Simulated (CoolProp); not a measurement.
Properties of toluene along the isobar 42.1 bar.

Model: reference Helmholtz-energy equation of state, Lemmon 2006, in CoolProp. It is a short technical equation, of lower accuracy than the large ones.

```json
[
 {"T (°C)": "285.85", "phase": "liquid", "density (kg/m³)": "546.4", "cp (kJ/(kg K))": "2.922", "cv (kJ/(kg K))": "2.061", "fugacity coefficient": "0.4879"},
 {"T (°C)": "290.95", "phase": "liquid", "density (kg/m³)": "533.3", "cp (kJ/(kg K))": "3.004", "cv (kJ/(kg K))": "2.078", "fugacity coefficient": "0.5106"},
 {"T (°C)": "296.05", "phase": "liquid", "density (kg/m³)": "518.8", "cp (kJ/(kg K))": "3.109", "cv (kJ/(kg K))": "2.096", "fugacity coefficient": "0.5335"},
 {"T (°C)": "301.15", "phase": "liquid", "density (kg/m³)": "502.3", "cp (kJ/(kg K))": "3.255", "cv (kJ/(kg K))": "2.116", "fugacity coefficient": "0.5564"},
 {"T (°C)": "306.15", "phase": "liquid", "density (kg/m³)": "483.3", "cp (kJ/(kg K))": "3.473", "cv (kJ/(kg K))": "2.138", "fugacity coefficient": "0.5788"},
 {"T (°C)": "311.25", "phase": "liquid", "density (kg/m³)": "458.7", "cp (kJ/(kg K))": "3.891", "cv (kJ/(kg K))": "2.165", "fugacity coefficient": "0.6015"},
 {"T (°C)": "321.45", "phase": "supercritical", "density (kg/m³)": "218.0", "cp (kJ/(kg K))": "12.57", "cv (kJ/(kg K))": "2.301", "fugacity coefficient": "0.6434"},
 {"T (°C)": "326.55", "phase": "supercritical", "density (kg/m³)": "172.6", "cp (kJ/(kg K))": "4.938", "cv (kJ/(kg K))": "2.253", "fugacity coefficient": "0.6566"},
 {"T (°C)": "331.65", "phase": "supercritical", "density (kg/m³)": "154.9", "cp (kJ/(kg K))": "3.905", "cv (kJ/(kg K))": "2.236", "fugacity coefficient": "0.6683"},
 {"T (°C)": "336.65", "phase": "supercritical", "density (kg/m³)": "143.8", "cp (kJ/(kg K))": "3.474", "cv (kJ/(kg K))": "2.228", "fugacity coefficient": "0.6788"},
 {"T (°C)": "341.75", "phase": "supercritical", "density (kg/m³)": "135.4", "cp (kJ/(kg K))": "3.226", "cv (kJ/(kg K))": "2.225", "fugacity coefficient": "0.6888"},
 {"T (°C)": "346.85", "phase": "supercritical", "density (kg/m³)": "128.7", "cp (kJ/(kg K))": "3.068", "cv (kJ/(kg K))": "2.224", "fugacity coefficient": "0.6982"}
]
```

The peak of cp marks the crossing from liquid-like to gas-like fluid above the critical point.
